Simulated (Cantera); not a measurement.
Input: 1 mol Zr, 9.4 mol O2, 66 mol N2, held at 0.470 Pa.

Method: chemical equilibrium by Gibbs-energy minimisation in Cantera with the NASA 1993 tables (ideal gas, pure condensed phases). Candidate condensed phases: Zr, ZrN, ZrO2; 13 gas species. Rates play no part. All values below are at 1698 K.

Base state: N2 0.883, O2 0.108, O 0.00664, NO 0.00219 (mole fractions); condensed: ZrO2(tetragonal).

Problem. What changes in the equilibrium state with this change: O2 from 9.4 to 0.29 mol?

Solution. 
| species | before | after |
|---|---|---|
| N2 | 0.883 | 1.00 |
| O | 0.00664 | <1e-9 |
| NO | 0.00219 | <1e-9 |
| O2 | 0.108 | <1e-9 |
| ZrO2(tetragonal), mol | 1.00 | 0.290 |
| ZrN(s), mol | 0 | 0.710 |
Mutual solubility and eutectic melting of coexisting phases are not modelled. ZrN: taken at fixed stoichiometry. Condensed phases not in the tables: solid solutions among these carbides, nitrides and lower oxides.
